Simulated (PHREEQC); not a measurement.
A solution holds 0.12 mol NiSO4, 0.0047 mol CuCl2 and 5.8e-05 mol NaCl per kg of water, at 79 °C. Closed to the air; pH follows from the charge balance.

The numbers come from PHREEQC with the ion-association model, wateq4f.dat.

```csv
quantity,before,after
pH,4.95,5.08
ionic strength (mol/kgw),0.248,0.323
SO4-2 (mol/kgw),0.0584,0.0969
Cl- (mol/kgw),0.00898,0.00935
HSO4- (mol/kgw),8.69e-5,9.87e-5
Na+ (mol/kgw),5.31e-5,5.10e-5
SI of Halite (NaCl),-8.33,-8.35
SI of Mirabilite (Na2SO4:10H2O),-11.75,-11.64
```

Q: Name the change that produced these shifts.
(A) NiSO4 from 0.12 to 0.06 mol/kgw
(B) NaCl from 5.8e-05 to 2.9e-05 mol/kgw
(C) NiSO4 replaced by Li2SO4 at the same molality
(D) temperature from 79 to 60 °C
(E) CuCl2 replaced by MnCl2 at the same molality

A: C, NiSO4 replaced by Li2SO4 at the same molality

No solid was allowed to form. Some of these states are supersaturated (in Atacamite, Tenorite (slow to form), for instance). At this temperature some constants are extrapolated from 25 °C, and those without enthalpy data are left unchanged.
